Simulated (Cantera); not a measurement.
Charge: 1 mol LiCl, 7.4 mol H2, equilibrated at 1198.15 K.

Method: chemical equilibrium by Gibbs-energy minimisation in Cantera with the NASA 1993 tables (ideal gas, pure condensed phases). Candidate condensed phases: Li, LiCl, LiH; 11 gas species. Kinetics and transport are ignored.

Problem. At 1.00 bar, list the 4 most abundant gas species with their mole fractions, and the condensed phases.

Solution. H2 0.987, LiCl 0.00686, Li2Cl2 0.00600, Li3Cl3 0.000176. Condensed: LiCl(l).
